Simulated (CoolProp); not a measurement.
A closed Brayton cycle with carbon dioxide: compressor inlet 308.15 K and 9.2 MPa, high pressure 25.5 MPa, turbine inlet 795 K, compressor efficiency 0.89, turbine efficiency 0.9, recuperator effectiveness 0 (on enthalpy, no pinch check). Each further row changes one setting.

Values from CoolProp's reference Helmholtz-energy equation of state, Span 1996.

```tsv
case	thermal efficiency (%)	net work (kJ/kg)	compressor to turbine work	compressor exit (K)	turbine exit (K)
as stated	15.3	103	0.19	336.4	675.4
turbine inlet 745 K	15.3	93.7	?	336.4	629.7
compressor inlet 318.15 K	?	89.8	0.30	?	675.4
high pressure 21.7 MPa	?	89.8	0.18	331.2	693.9
recuperator effectiveness 0.5	22.2	103	0.19	336.4	675.4
```

**Question.** Some entries are withheld; supply them.

**Answer.** 
- turbine inlet 745 K, compressor to turbine work: 0.21
- compressor inlet 318.15 K, thermal efficiency (%): 15.6
- compressor inlet 318.15 K, compressor exit (K): 381.4
- high pressure 21.7 MPa, thermal efficiency (%): 13.1
